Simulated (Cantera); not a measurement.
A Cantera script and its output.

```python
import numpy as np
import cantera as ct

surf = ct.Interface("diamond.yaml", "diamond_100")
gas, bulk = surf.adjacent["gas"], surf.adjacent["diamond"]
k = surf.kinetics_species_index(bulk.species_names[0])
cover = ["c6HH", "c6H*", "c6*H", "c6**", "c6HM", "c6B"]

rows, drift = [], 0.0
print(f"{'xCH3':>10s}{'um/h':>11s}" + "".join(f"{s:>11s}" for s in cover))
for v in [1e-06, 2.5e-06, 6.2e-06, 1.5e-05, 3.8e-05, 9.4e-05, 0.00023, 0.00058, 0.0014]:
    T, P, xH, xCH3 = 1275, 20000, 0.00029, v
    gas.TPX = T, P, {"H": xH, "CH3": xCH3, "CH4": 0.0047, "H2": 1 - xH - xCH3 - 0.0047}
    surf.TP = bulk.TP = T, P
    surf.coverages = "c6H*:0.1, c6HH:0.9"
    surf.advance_coverages(100.0)
    before = surf.coverages
    surf.advance_coverages(100.0)
    drift = max(drift, np.max(np.abs(surf.coverages - before) / (surf.coverages + 1e-9)))
    rate = surf.net_production_rates[k] * bulk.mean_molecular_weight / bulk.density * 3.6e9
    rows.append([rate, *surf[cover].coverages])
    print(f"{v:10.4g}{rate:11.4e}" + "".join(f"{x:11.3e}" for x in rows[-1][1:]))
```

Output:

```
      xCH3       um/h       c6HH       c6H*       c6*H       c6**       c6HM        c6B
     1e-06 1.0652e-02  5.163e-01  3.873e-02  4.317e-01  1.321e-02  9.915e-06  2.890e-11
   2.5e-06 2.6619e-02  5.163e-01  3.872e-02  4.317e-01  1.320e-02  2.478e-05  7.223e-11
   6.2e-06 6.5954e-02  5.163e-01  3.872e-02  4.316e-01  1.319e-02  6.145e-05  1.790e-10
   1.5e-05 1.5921e-01  5.161e-01  3.871e-02  4.315e-01  1.315e-02  1.485e-04  4.320e-10
   3.8e-05 4.0101e-01  5.158e-01  3.868e-02  4.312e-01  1.305e-02  3.755e-04  1.088e-09
   9.4e-05 9.7834e-01  5.151e-01  3.861e-02  4.304e-01  1.283e-02  9.243e-04  2.655e-09
   0.00023 2.3172e+00  5.133e-01  3.845e-02  4.286e-01  1.230e-02  2.236e-03  6.288e-09
   0.00058 5.4097e+00  5.091e-01  3.806e-02  4.242e-01  1.114e-02  5.489e-03  1.468e-08
    0.0014 1.1222e+01  5.006e-01  3.728e-02  4.156e-01  9.096e-03  1.259e-02  3.045e-08
```

Detailed kinetics in Cantera: the Harris–Goodwin 1993 mechanism for the reconstructed diamond (100) surface.
